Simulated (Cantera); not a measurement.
A perfectly stirred reactor is fed with N₂O : H₂O = 1 : 0.016 (molar parts), at 1.00 bar; it is held at 1075 K, and followed from long to short residence time.

Model: GRI-Mech 3.0 (53 species, 325 reactions), integrated in Cantera. GRI-Mech 3.0 was tuned for natural gas; its chemistry of N2O as a main component is partial and can be far from experiment. The mechanism lacks the step 2 NO + O2 → 2 NO2, which can matter for NO2 below about 1400 K. The temperature is held fixed by assumption; the heat of reaction is taken as removed at once.

Task: What does this change do: temperature 1075 to 1525 K?

Result: 
```tsv
quantity	before	after
x(N₂O) at τ = 0.330 s	0.963	0.0365
x(H₂O) at τ = 0.330 s	0.0156	0.0107
x(O₂) at τ = 0.330 s	0.00655	0.279
x(O) at τ = 0.330 s	1.88e-7	2.88e-5
x(NO) at τ = 0.330 s	0.000580	0.0757
x(N₂O) at τ = 30.0 ms	0.982	0.245
x(H₂O) at τ = 30.0 ms	0.0157	0.0118
x(O₂) at τ = 30.0 ms	0.000607	0.199
x(O) at τ = 30.0 ms	2.02e-7	5.95e-5
x(NO) at τ = 30.0 ms	5.36e-5	0.0955
```

Task: What does this change do: temperature 1075 to 1175 K?

Result: 
```csv
quantity,before,after
x(N₂O) at τ = 0.330 s,0.963,0.831
x(H₂O) at τ = 0.330 s,0.0156,0.0149
x(O₂) at τ = 0.330 s,0.00655,0.0469
x(O) at τ = 0.330 s,1.88e-7,1.03e-6
x(NO) at τ = 0.330 s,0.000580,0.00784
x(N₂O) at τ = 30.0 ms,0.982,0.967
x(H₂O) at τ = 30.0 ms,0.0157,0.0157
x(O₂) at τ = 30.0 ms,0.000607,0.00506
x(O) at τ = 30.0 ms,2.02e-7,1.16e-6
x(NO) at τ = 30.0 ms,5.36e-5,0.000818
```
